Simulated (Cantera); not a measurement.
## Ammonia decomposition in nitride growth gas

An isothermal, constant-pressure homogeneous reactor starts with NH₃ : N₂ = 1 : 1.7 (molar parts), at 1675 K and 195 Torr.

Detailed kinetics in Cantera: the gas-phase N/H chemistry of the illustrative SiF4/NH3 mechanism in the Surface Chemkin manual (1991). Walls and surfaces, which speed up NH3 decomposition in real reactors, are not modelled.

```
t (s)      x NH₃   x N₂      x NH       x N     x NH₂      x H      x H₂
--------  ------  -----  --------  --------  --------  -------  --------
4.00e-6    0.370  0.630    <1e-12    <1e-12   1.03e-7  1.37e-8   4.48e-8
1.15e-5    0.370  0.630  1.21e-12    <1e-12   3.21e-7  1.39e-8   1.54e-7
3.28e-5    0.370  0.630  1.28e-11    <1e-12   9.45e-7  1.39e-8   4.66e-7
9.40e-5    0.370  0.630  1.55e-10    <1e-12   2.73e-6  1.39e-8   1.36e-6
0.000269   0.370  0.630   2.02e-9    <1e-12   7.85e-6  1.40e-8   3.93e-6
0.000771   0.370  0.630   2.13e-8  9.51e-12   2.24e-5  1.51e-8   1.16e-5
0.00221    0.370  0.630   1.38e-7  6.96e-11   6.21e-5  2.46e-8   4.11e-5
0.00632    0.370  0.630   4.13e-7  3.58e-10  0.000127  8.08e-8  0.000240
0.0181     0.369  0.629   4.96e-7   1.08e-9  0.000139  2.25e-7   0.00113
0.0519     0.367  0.629   5.47e-7   3.05e-9  0.000137  6.10e-7   0.00372
0.149      0.360  0.629   6.45e-7   8.50e-9  0.000131  1.66e-6    0.0110
0.426      0.342  0.627   7.62e-7   1.93e-8  0.000122  4.47e-6    0.0310
1.22       0.297  0.623   8.15e-7   3.10e-8  0.000106  1.16e-5    0.0806
3.49       0.207  0.614   7.41e-7   3.65e-8   8.09e-5  2.79e-5     0.178
10.0      0.0943  0.603   5.26e-7   3.41e-8   4.51e-5  5.78e-5     0.302
```
x: mole fraction; the columns are a selection and need not sum to one.

Equilibrium at this temperature and pressure: NH₃ 1.98e-6, N₂ 0.595, NH 3.99e-11, N 5.05e-12, NH₂ 1.78e-9, H 0.000146, H₂ 0.405 (gas phase only).
